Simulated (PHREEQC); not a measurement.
Solution (25 °C): 0.27 mol CdSO4, 0.046 mol KCl and 0.0015 mol MnSO4 per kg of water. Closed to the air; pH follows from the charge balance.

All values are PHREEQC results (ion-association model, phreeqc.dat), not measurements.

Q: The ionic strength comes out as 0.469 mol/kgw. What activity coefficients do KSO4-, SO4-2, HSO4-, Cd+2, Cl- get?

A: KSO4- 0.70, SO4-2 0.21, HSO4- 0.73, Cd+2 0.29, Cl- 0.65.

This is a speciation only: nothing precipitates in the calculation.
